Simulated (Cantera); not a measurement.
An isothermal, constant-pressure homogeneous reactor starts with NH3 : H2 = 1 : 0.25 (molar parts), at 2198 K and 100.0 Torr. Integrator tolerance rtol = 1e-08.

Model: the gas-phase N/H chemistry of the illustrative SiF4/NH3 mechanism in the Surface Chemkin manual (1991), integrated in Cantera. Walls and surfaces, which speed up NH3 decomposition in real reactors, are not modelled.

Q: What does this change do: pressure from 100.0 Torr to 20.0 Torr?

A: 
```csv
quantity,before,after
x(NH3) at 2.00 s,2.38e-6 (gas-phase equilibrium 6.26e-7),4.42e-6 (gas-phase equilibrium 1.21e-7)
x(H2) at 2.00 s,0.766 (gas-phase equilibrium 0.766),0.755 (gas-phase equilibrium 0.751)
x(NH) at 2.00 s,5.68e-8 (gas-phase equilibrium 1.49e-8),3.87e-7 (gas-phase equilibrium 1.47e-8)
x(H) at 2.00 s,0.0134 (gas-phase equilibrium 0.0134),0.0254 (gas-phase equilibrium 0.0298)
x(N2H2) at 2.00 s,<1e-12 (gas-phase equilibrium <1e-12),3.97e-12 (gas-phase equilibrium <1e-12)
```

Q: What does this change do: temperature 2198 to 1225 K?

A: 
| quantity | before | after |
|---|---|---|
| x(NH3) at 2.00 s | 2.38e-6 (gas-phase equilibrium 6.26e-7) | 0.800 (gas-phase equilibrium 7.20e-6) |
| x(H2) at 2.00 s | 0.766 (gas-phase equilibrium 0.766) | 0.200 (gas-phase equilibrium 0.778) |
| x(NH) at 2.00 s | 5.68e-8 (gas-phase equilibrium 1.49e-8) | 5.85e-10 (gas-phase equilibrium <1e-12) |
| x(H) at 2.00 s | 0.0134 (gas-phase equilibrium 0.0134) | 2.70e-7 (gas-phase equilibrium 7.58e-7) |
| x(N2H2) at 2.00 s | <1e-12 (gas-phase equilibrium <1e-12) | 1.87e-8 (gas-phase equilibrium <1e-12) |

Q: What does this change do: temperature 2198 to 1575 K?

A: 
```csv
quantity,before,after
x(NH3) at 2.00 s,2.38e-6 (gas-phase equilibrium 6.26e-7),0.756 (gas-phase equilibrium 2.12e-6)
x(H2) at 2.00 s,0.766 (gas-phase equilibrium 0.766),0.231 (gas-phase equilibrium 0.778)
x(NH) at 2.00 s,5.68e-8 (gas-phase equilibrium 1.49e-8),3.39e-7 (gas-phase equilibrium 6.64e-12)
x(H) at 2.00 s,0.0134 (gas-phase equilibrium 0.0134),1.18e-5 (gas-phase equilibrium 0.000101)
x(N2H2) at 2.00 s,<1e-12 (gas-phase equilibrium <1e-12),7.01e-7 (gas-phase equilibrium <1e-12)
```
